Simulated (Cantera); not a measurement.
**Hydrocarbon pyrolysis for carbon deposition**

An isothermal, constant-pressure homogeneous reactor starts with 16.4 % C2H6, 83.6 % N2, at 1275 K and 0.0133 bar.

Computed with Cantera and GRI-Mech 3.0 (53 species, 325 reactions). GRI-Mech 3.0 stops at C3 and has no aromatics, soot or wall deposition, so with more carbon than oxygen in the feed, carbon stays in small species such as C2H2 where larger ones or solid carbon would form. Radical loss at walls, strong at low pressure, is not modelled.

```tsv
t (s)	x C2H6	x C2H2	x CH4	x C2H	x CH3	x HCN	x C2H4
2.00e-5	0.164	<1e-12	3.10e-8	<1e-12	5.96e-6	<1e-12	1.05e-9
6.53e-5	0.164	<1e-12	3.28e-7	<1e-12	1.92e-5	<1e-12	3.43e-8
0.000213	0.164	1.44e-12	3.41e-6	<1e-12	6.04e-5	<1e-12	1.14e-6
0.000696	0.164	7.56e-10	3.34e-5	<1e-12	0.000174	<1e-12	3.68e-5
0.00227	0.162	4.62e-7	0.000286	<1e-12	0.000430	7.36e-11	0.000920
0.00742	0.151	6.00e-5	0.00232	5.10e-11	0.000974	9.64e-10	0.00933
0.0242	0.108	0.00133	0.0120	3.45e-10	0.000992	2.41e-9	0.0395
0.0792	0.0331	0.0108	0.0344	1.49e-9	0.000564	3.62e-9	0.0844
0.258	0.00183	0.0342	0.0443	1.64e-9	0.000113	4.06e-9	0.0811
0.844	9.59e-5	0.0518	0.0439	6.01e-10	2.65e-5	4.01e-9	0.0628
2.76	8.57e-6	0.0649	0.0434	2.40e-10	8.42e-6	3.96e-9	0.0482
9.00	3.68e-6	0.0809	0.0426	2.19e-10	6.10e-6	3.89e-9	0.0302
```
x: mole fraction; the columns are a selection and need not sum to one.

Equilibrium at this temperature and pressure: C2H6 2.05e-7, C2H2 0.0781, CH4 0.00639, C2H 3.73e-10, CH3 1.64e-6, HCN 0.0843, C2H4 0.000988 (gas phase only).
